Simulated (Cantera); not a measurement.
Charge: 1 mol Si, a varied amount of CO2, 59 mol N2, 0.22 mol H2O, at 1175 °C and 0.300 bar.

These are equilibrium values from Cantera (NASA tables, ideal gas, pure condensed phases), not measurements of a reactor. Candidate condensed phases: C, C6H6, C7H8, C8H18, H2O, Si, SiC, SiO2, Si2N2O, Si3N4; 151 gas species. N2 is the only nitrogen source here; it is nearly inert below about 1500 K, so the nitride shown seldom forms there in practice. Mutual solubility and eutectic melting of coexisting phases are not modelled. The tables hold silica as quartz up to 1696 K and as liquid above; real silica turns to tridymite and cristobalite and melts near 1996 K. Equilibrium is a limit: real reactors are often held back by kinetics, nucleation or transport.

At 0.71 mol CO2, list the 3 most abundant gas species with their mole fractions, and the condensed phases.

N2 0.984, CO 0.0119, H2 0.00369. Condensed: SiO2(β-quartz) + Si2N2O(s).
